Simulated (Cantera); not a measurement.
**Equilibrium for sublimation and decomposition of ceramics: AlN + H₂**

Input: 1 mol AlN, 1.3 mol H₂, held at 1 atm.

These are equilibrium values from Cantera (NASA tables, ideal gas, pure condensed phases), not measurements of a reactor. Candidate condensed phases: Al, AlN; 13 gas species. The numbers say what is thermodynamically allowed, not how fast it happens.

| T (K) | x H₂ | x Al | x N₂ | x H | x AlH | x Al₂ | n AlN(s) |
|---|---|---|---|---|---|---|---|
| 1798 | 1.000 | 4.77e-5 | 3.47e-5 | 0.000350 | 2.20e-5 | 2.27e-9 | 1.000 |
| 1898 | 0.999 | 0.000216 | 0.000146 | 0.000776 | 7.69e-5 | 2.53e-8 | 1.000 |
| 1998 | 0.997 | 0.000836 | 0.000536 | 0.00159 | 0.000236 | 2.19e-7 | 0.999 |
| 2098 | 0.992 | 0.00283 | 0.00174 | 0.00304 | 0.000647 | 1.52e-6 | 0.995 |
| 2198 | 0.979 | 0.00855 | 0.00508 | 0.00547 | 0.00160 | 8.83e-6 | 0.987 |
| 2298 | 0.950 | 0.0233 | 0.0135 | 0.00927 | 0.00363 | 4.36e-5 | 0.963 |
| 2398 | 0.886 | 0.0585 | 0.0332 | 0.0147 | 0.00748 | 0.000187 | 0.904 |
x: gas mole fraction; n: condensed amount in mol.

From 1798 K to 2398 K the condensed part is AlN(s). The main Al-bearing gas is Al throughout.
